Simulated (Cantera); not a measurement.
A perfectly stirred reactor is fed with C3H8 : H2 = 1 : 2.9 (molar parts), at 0.360 Torr; it is held at 1475 K, and followed from long to short residence time.

Cantera simulation using GRI-Mech 3.0 (53 species, 325 reactions); the numbers are that mechanism's predictions, not measurements. GRI-Mech 3.0 was tuned for natural gas; its chemistry of propane as a main component is partial and can be far from experiment. GRI-Mech 3.0 stops at C3 and has no aromatics, soot or wall deposition, so with more carbon than oxygen in the feed, carbon stays in small species such as C2H2 where larger ones or solid carbon would form. Radical loss at walls, strong at low pressure, is not modelled.

x: mole fraction; the columns are a selection and need not sum to one.

```tsv
τ (s)	x C3H8	x H2	x CH4	x H	x C2H6	x CH2	x C2H
1.1	0.00162	0.667	0.145	0.00132	___	2.62e-6	4.78e-7
0.48	0.00351	0.649	0.162	0.00145	___	3.45e-6	4.62e-7
0.21	0.00747	0.634	0.171	0.00162	___	4.63e-6	4.12e-7
0.090	0.0160	0.624	0.171	0.00179	___	6.42e-6	3.16e-7
0.039	0.0337	0.622	0.157	0.00187	___	8.81e-6	1.84e-7
0.017	0.0711	0.637	0.122	0.00168	0.00168	1.11e-5	6.25e-8
0.0072	0.142	0.676	0.0657	0.00114	0.00174	1.06e-5	7.31e-9
0.0031	0.210	0.716	0.0204	0.000611	___	6.17e-6	2.95e-10
0.0013	0.241	0.735	0.00387	0.000296	___	1.85e-6	6.06e-12
```

Question: Some entries are withheld; supply them.

Answer: 
- 1.1, x C2H6: 0.000162
- 0.48, x C2H6: 0.000262
- 0.21, x C2H6: 0.000421
- 0.090, x C2H6: 0.000690
- 0.039, x C2H6: 0.00113
- 0.0031, x C2H6: 0.000995
- 0.0013, x C2H6: 0.000379
